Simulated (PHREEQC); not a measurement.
PHREEQC input (ion-association model, wateq4f.dat):

```
SOLUTION_MASTER_SPECIES
  An  An-  0  An  62.0  # stands for a non-complexing anion
SOLUTION_SPECIES
  An- = An-
    -log_k 0
    -gamma 3.0 0
PHASES
  Fix_H+
    H+ = H+
    -log_k 0
SOLUTION 1
  temp 25
  units mmol/kgw
  pH 7 charge
  As(5) 0.15
  Na 300.3
  Cl 0.28
  Ni 0.14
  An 300
END
SELECTED_OUTPUT 1
  -reset false
  -pH true
  -pe true
  -ionic_strength true
  -water true
  -totals As Cl Na Ni As(3) As(5)
  -molalities Hfo_wOH Hfo_wOH2+ Hfo_wO- Hfo_sOH Hfo_sOH2+ Hfo_sO- Hfo_sONi+ Hfo_wONi+ Hfo_wH2AsO4 Hfo_wHAsO4-
    Hfo_wOHAsO4-3
  -saturation_indices Ni(OH)2 Ni3(AsO4)2:8H2O Halite
USER_PUNCH 1
  -headings sigma psi
  10 PUNCH EDL("sigma", "Hfo"), EDL("psi", "Hfo")
PRINT
  -reset false
USE solution 1
SURFACE 1
  Hfo_wOH 0.00103371 600 0.46
  Hfo_sOH 2.58427e-05
EQUILIBRIUM_PHASES 1
  Fix_H+ -4 HAn 10
    -force_equality true
  O2(g) -0.68 10
END
# ... the last block is repeated for the other 16 points of pH, with NaOH or the acid as the point needs
```

Selected output (columns that matter, 17 of 17 rows; pH added in front):

```
pH	mu	As	Cl	Na	Ni	m_Hfo_wOH	m_Hfo_wOH2+	m_Hfo_wO-	m_Hfo_sOH	si_Ni(OH)2	si_Ni3(AsO4)2:8H2O	si_Halite	sigma	psi
4	0.30125	1.0185e-08	0.00028	0.3003	0.00013999	3.3797e-05	0.00084989	3.079e-08	9.8788e-07	-7.2015	-25.589	-5.9645	0.27985	0.11178
4.5	0.30112	7.4937e-09	0.00028	0.3003	0.00013988	8.1438e-05	0.00080208	1.8942e-07	2.371e-06	-6.2018	-23.852	-5.9645	0.25062	0.10628
5	0.30103	6.0734e-09	0.00028	0.3003	0.00013898	0.00016498	0.00071782	8.6868e-07	4.6426e-06	-5.2046	-22.05	-5.9644	0.21065	0.097692
5.5	0.30093	6.3731e-09	0.00028	0.3003	0.00013334	0.00026932	0.00061129	2.7183e-06	5.9647e-06	-4.2226	-20.093	-5.9644	0.16155	0.084831
6	0.30082	9.049e-09	0.00028	0.3003	0.00011893	0.00036515	0.00050973	5.9923e-06	3.1564e-06	-3.2722	-18.031	-5.9644	0.11163	0.067741
6.5	0.30069	1.804e-08	0.00028	0.3003	9.6593e-05	0.00043399	0.00042041	1.0263e-05	7.4821e-07	-2.3626	-15.946	-5.9643	0.068403	0.04755
7	0.30048	5.0116e-08	0.00028	0.3003	4.5096e-05	0.00047047	0.00032838	1.5442e-05	2.3244e-07	-1.6935	-14.547	-5.9643	0.034506	0.026393
7.5	0.30033	1.8532e-07	0.00028	0.3003	8.7232e-06	0.00049768	0.00025858	2.1943e-05	1.6254e-07	-1.4075	-14.306	-5.9642	0.0055103	0.0043983
8	0.30032	7.8506e-07	0.00028	0.30035	1.1588e-06	0.00053103	0.00020938	3.0854e-05	1.62e-07	-1.2859	-14.592	-5.9642	-0.023106	-0.01809
8.5	0.30037	2.8264e-06	0.00028	0.30044	1.5594e-07	0.00056689	0.00015916	4.6256e-05	1.7143e-07	-1.1629	-15.079	-5.964	-0.053535	-0.038944
9	0.30044	7.0101e-06	0.00028	0.30055	2.5076e-08	0.00059429	0.00010502	7.7042e-05	1.7951e-07	-0.9819	-15.743	-5.9639	-0.086115	-0.056628
9.5	0.30054	1.2623e-05	0.00028	0.3007	6.0649e-09	0.00058772	5.8154e-05	0.00013607	1.7748e-07	-0.7251	-16.478	-5.9637	-0.1208	-0.071307
10	0.30072	2.0309e-05	0.00028	0.30092	4.0895e-09	0.00052788	2.7219e-05	0.00023452	1.5939e-07	-0.3954	-17.133	-5.9634	-0.15917	-0.08414
10.5	0.30115	3.3267e-05	0.00028	0.30139	9.547e-09	0.00041586	1.0531e-05	0.00037619	1.2555e-07	0.017	-17.63	-5.9628	-0.20128	-0.095451
11	0.30235	5.6055e-05	0.00028	0.30258	5.1953e-08	0.00027145	3.0642e-06	0.00055089	8.1953e-08	0.553	-17.945	-5.9614	-0.24118	-0.10427
11.5	0.30579	8.8089e-05	0.00027999	0.30595	6.05e-07	0.00013643	5.9148e-07	0.00072095	4.1369e-08	1.2652	-18.067	-5.9574	-0.26813	-0.10926
12	0.31616	0.00011862	0.00027999	0.31623	1.1195e-05	5.4428e-05	8.0357e-08	0.00084454	1.8161e-08	2.0895	-18.193	-5.9455	-0.28322	-0.11117
```

Along this series the solution becomes supersaturated in solids that the run did not let form, among them Ni(OH)2. The database has no arsenate complexes of Ni.
